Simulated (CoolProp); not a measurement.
A simple Rankine cycle with benzene: condensing at 319.15 K, boiler at 4.25 MPa, turbine inlet 565.5 K, turbine efficiency 0.75, pump efficiency 0.6, no recuperator. Each further row changes one setting.

Values from CoolProp's reference Helmholtz-energy equation of state, Thol 2012.

```csv
case,thermal efficiency (%),net work (kJ/kg),heat in (kJ/kg),turbine exit temperature (K),volume ratio over the turbine
as stated,21.8,155,711,[?],172
turbine inlet 585.5 K,21.8,168,767,448.9,156
condensing temperature 311.15 K,22.7,164,[?],415.3,[?]
boiler pressure 2.97 MPa,21.0,[?],753,[?],[?]
turbine efficiency 0.65,[?],133,711,[?],178
```

Task: Some entries are withheld; supply them.

Result: 
- as stated, turbine exit temperature (K): 421.8
- condensing temperature 311.15 K, heat in (kJ/kg): 725
- condensing temperature 311.15 K, volume ratio over the turbine: 235
- boiler pressure 2.97 MPa, net work (kJ/kg): 158
- boiler pressure 2.97 MPa, turbine exit temperature (K): 446.1
- boiler pressure 2.97 MPa, volume ratio over the turbine: 99.4
- turbine efficiency 0.65, thermal efficiency (%): 18.7
- turbine efficiency 0.65, turbine exit temperature (K): 435.7
